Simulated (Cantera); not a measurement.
Feed: 1 mol SiC, 0.0049 mol O2, 1.4 mol H2, equilibrated at 2075 K and 0.653 Torr.

Equilibrium computed with Cantera from the NASA thermochemical tables; the gas is ideal and each condensed phase is pure. Candidate condensed phases: C, C6H6, C7H8, C8H18, H2O, Si, SiC, SiO2; 123 gas species. Gases not in the tables: Si2H6 and higher silanes. Rates play no part.

Base state: H2 0.897, H 0.0855, Si 0.00857, CO 0.00651, C2H2 (acetylene) 0.00107, SiC2 0.000476, Si2C 0.000319, SiH 0.000137 (mole fractions); condensed: SiC(s).

Task: What changes in the equilibrium state with this change: O2 from 0.0049 to 0.66 mol?

Result: 
| species | before | after |
|---|---|---|
| H2 | 0.897 | 0.433 |
| CO | 0.00651 | 0.254 |
| SiO | 7.49e-5 | 0.182 |
| Si | 0.00857 | 0.0677 |
| H | 0.0855 | 0.0594 |
| Si3 | 1.17e-7 | 5.76e-5 |
| C2H2 (acetylene) | 0.00107 | 8.25e-6 |
| Si2 | 7.74e-6 | 0.000482 |
| SiC(s), mol | 0.985 | 0.223 |
